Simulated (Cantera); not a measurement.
Cantera run, input and output.

```python
import numpy as np
import cantera as ct

gas = ct.Solution("gri30.yaml")
gas.TPX = 500, 26000, {'C2H6': 1, 'O2': 2.06, 'N2': 7.74, 'H2O': 0.057}
inlet = ct.Reservoir(gas, clone=True)
gas.equilibrate("HP")  # start burning
reactor = ct.IdealGasConstPressureReactor(gas, energy="on", clone=False)
exhaust = ct.Reservoir(gas, clone=True)
tau = [0.065, 0.025, 0.0097, 0.0037, 0.0014, 0.00056, 0.00022, 8.3e-05, 3.2e-05][0]
for a, b in ((inlet, reactor), (reactor, exhaust)):
    ct.MassFlowController(a, b, mdot=lambda t: reactor.mass / tau)
net = ct.ReactorNet([reactor])
show = ['C2H6', 'O2', 'O', 'HCN', 'C2H4', 'HO2', 'N2O']

rows = []
print(f"{'tau/s':>10s}{'T/K':>9s}" + "".join(f"{s:>11s}" for s in show))
for tau in [0.065, 0.025, 0.0097, 0.0037, 0.0014, 0.00056, 0.00022, 8.3e-05, 3.2e-05]:
    net.initial_time = 0.0
    net.advance(30 * tau)
    before = gas.X
    net.advance(40 * tau)
    drift = np.max(np.abs(gas.X - before) / (gas.X + 1e-9))
    rows.append([gas.T, *gas[show].X, drift])
    print(f"{tau:10.3e}{gas.T:9.1f}" + "".join(f"{x:11.3e}" for x in gas[show].X))
```

Result:

```
     tau/s      T/K       C2H6         O2          O        HCN       C2H4        HO2        N2O
 6.500e-02   1936.4  5.183e-06  2.356e-04  1.105e-05  1.854e-04  9.320e-06  2.550e-08  3.214e-08
 2.500e-02   1932.0  1.273e-05  5.358e-04  1.629e-05  3.267e-04  2.368e-05  6.527e-08  4.522e-08
 9.700e-03   1924.1  3.176e-05  1.225e-03  2.557e-05  3.997e-04  6.174e-05  1.851e-07  4.130e-08
 3.700e-03   1905.3  8.472e-05  2.919e-03  4.370e-05  3.241e-04  1.703e-04  6.298e-07  2.491e-08
 1.400e-03   1851.4  2.754e-04  7.948e-03  7.639e-05  1.583e-04  5.636e-04  3.033e-06  1.012e-08
 5.600e-04    500.0  9.211e-02  1.897e-01  1.723e-31  1.849e-19  3.595e-17  7.023e-19  3.707e-23
 2.200e-04    500.0  9.211e-02  1.897e-01  2.391e-33  2.003e-22  3.895e-20  7.610e-22  4.016e-26
 8.300e-05    500.0  9.211e-02  1.897e-01  2.014e-34  1.265e-23  2.460e-21  4.807e-23  2.537e-27
 3.200e-05    500.0  9.211e-02  1.897e-01  3.368e-35  7.992e-25  1.554e-22  3.036e-24  1.602e-28
```

Computed with Cantera and GRI-Mech 3.0 (53 species, 325 reactions).
